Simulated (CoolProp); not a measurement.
Tetrahydrofuran along the isobar 4420 kPa: fugacity coefficient from the reference equation and from simpler models built on Tc = 267.0 °C, pc = 5304 kPa, ω = 0.234; each cubic takes its own stable root.

The numbers come from the reference Helmholtz-energy equation of state, Fiedler 2023 in CoolProp.

| T (°C) | phase | reference |
|---|---|---|
| 98.05 | liquid | 0.06260 |
| 105.95 | liquid | 0.07583 |
| 113.75 | liquid | 0.09072 |
| 121.65 | liquid | 0.1078 |
| 129.55 | liquid | 0.1268 |
| 137.45 | liquid | 0.1481 |
| 145.25 | liquid | 0.1711 |
| 153.15 | liquid | 0.1967 |
| 161.05 | liquid | 0.2246 |
| 168.95 | liquid | 0.2546 |
| 176.75 | liquid | 0.2865 |
| 184.65 | liquid | 0.3208 |
| 192.55 | liquid | 0.3573 |
| 200.45 | liquid | 0.3957 |
| 208.25 | liquid | 0.4354 |

Problem. How far does each simpler model (van der Waals, Redlich-Kwong, Soave-Redlich-Kwong, Peng-Robinson) lie from the reference over these 15 states: mean and median of the absolute difference, and the worst?

Solution. 
- van der Waals: mean 116.7 %, median 99.5 %, worst +257.5 % at 98.05 °C and 4420 kPa
- Redlich-Kwong: mean 30.0 %, median 28.7 %, worst +51.3 % at 98.05 °C and 4420 kPa
- Soave-Redlich-Kwong: mean 2.4 %, median 2.6 %, worst +3.2 % at 200.45 °C and 4420 kPa
- Peng-Robinson: mean 0.5 %, median 0.5 %, worst -1.1 % at 98.05 °C and 4420 kPa
